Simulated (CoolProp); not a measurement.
Vapour-liquid equilibrium of carbonyl sulfide (1) + propane (2) at 254.6 K; x and y are mole fractions of (1).

The numbers come from the multi-fluid Helmholtz-energy mixture model, Lemmon 2006 and Lemmon 2009; pair parameters Bell 2016 in CoolProp.

| x | bubble pressure (bar) | y at the bubble point | dew pressure at overall composition x (bar) | liquid density (mol/L) |
|---|---|---|---|---|
| 0.05 | 2.648 | 0.073 | 2.625 | 12.74 |
| 0.15 | 2.776 | 0.203 | 2.724 | 13.17 |
| 0.25 | 2.887 | 0.316 | 2.823 | 13.64 |
| 0.35 | 2.987 | 0.421 | 2.919 | 14.14 |
| 0.45 | 3.079 | 0.520 | 3.014 | 14.67 |
| 0.55 | 3.169 | 0.615 | 3.108 | 15.24 |
| 0.65 | 3.257 | 0.707 | 3.202 | 15.86 |
| 0.75 | 3.347 | 0.796 | 3.299 | 16.51 |
| 0.85 | 3.440 | 0.882 | 3.404 | 17.22 |
| 0.95 | 3.538 | 0.962 | 3.522 | 17.97 |

No azeotrope shows between x = 0.05 and 0.95.

Pair parameters are fitted to limited data, so mixtures are less certain than the pure fluids.
